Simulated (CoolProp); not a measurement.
Saturation properties of dimethyl carbonate.

Model: reference Helmholtz-energy equation of state, Zhou 2011, in CoolProp.

```tsv
T (K)	p (MPa)	liquid density (kg/m³)	vapour density (kg/m³)	liquid cp (kJ/(kg K))	surface tension (mN/m)
406.3	0.3372	909.8	9.664	2.079	13.4
415	0.4152	896.1	11.79	2.106	…
423.7	0.5064	…	14.28	2.135	11.3
432.4	0.6121	867.6	17.17	2.166	…
441.1	0.7338	852.7	20.53	…	9.31
449.8	0.8730	837.4	24.40	2.233	8.35
458.5	1.031	821.6	28.89	2.272	…
467.2	1.211	805.1	34.07	2.316	6.53
476	1.415	787.6	40.15	2.367	5.66
484.7	1.643	769.5	47.15	2.426	4.83
493.4	1.897	750.2	55.34	2.499	4.04
502.1	2.181	729.4	65.02	2.590	3.29
```

Problem. Some entries are withheld; supply them.

Solution. 
- 415, surface tension (mN/m): 12.3
- 423.7, liquid density (kg/m³): 882.0
- 432.4, surface tension (mN/m): 10.3
- 441.1, liquid cp (kJ/(kg K)): 2.198
- 458.5, surface tension (mN/m): 7.42

It boils at 363.3 K under 1 atm.

Surface tension comes from a separate correlation (Mulero 2014).
